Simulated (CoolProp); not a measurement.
Vapour-liquid equilibrium of methanol (1) + m-xylene (2) at 156.15 °C; x and y are mole fractions of (1).

Computed with CoolProp (multi-fluid Helmholtz-energy mixture model, de Reuck 1993 and Zhou 2012; pair parameters Bell 2016).

| x | bubble pressure (bar) | y at the bubble point | dew pressure at overall composition x (bar) | liquid density (mol/L) |
|---|---|---|---|---|
| 0.05 | 3.879 | 0.584 | 1.657 | 7.170 |
| 0.2 | 8.093 | 0.798 | 1.987 | 7.921 |
| 0.35 | 10.15 | 0.842 | 2.460 | 8.867 |
| 0.5 | 11.44 | 0.867 | 3.216 | 10.11 |
| 0.65 | 12.62 | 0.891 | 4.631 | 11.82 |
| 0.8 | 13.96 | 0.926 | 8.172 | 14.30 |
| 0.95 | 15.54 | 0.978 | 14.74 | 18.13 |

No azeotrope shows between x = 0.05 and 0.95.

Pair parameters are fitted to limited data, so mixtures are less certain than the pure fluids. With so large a gap from Raoult's law the liquid may split in two, which this calculation doesn't test in full.
